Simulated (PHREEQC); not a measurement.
0.37 g of hydrous ferric oxide (600 m²/g; 0.2 weak and 0.005 strong sites per Fe, Dzombak-Morel constants, diffuse double layer) in 1 kg of water with 0.1 mol/kgw of an inert sodium salt and 0.033 mmol/kgw Na2HAsO4 and 0.059 mmol/kgw PbCl2, at 25 °C; the pH is set by adding NaOH or the inert anion's acid. O2 is buffered at 0.21 atm. No CO2 enters from the air. Precipitation was switched off in this run.

The series has 17 steps of pH, from 3 to 9.

Computed with PHREEQC (ion-association model, wateq4f.dat).

Near which pH is half of the Pb sorbed, and on which side is more sorbed?

Near pH 5.1, with more sorbed at higher pH.

Complexes and solids missing from the database can't appear. The database has no arsenate complexes of Pb. The oxide is taken as insoluble; below pH 4 it would dissolve.
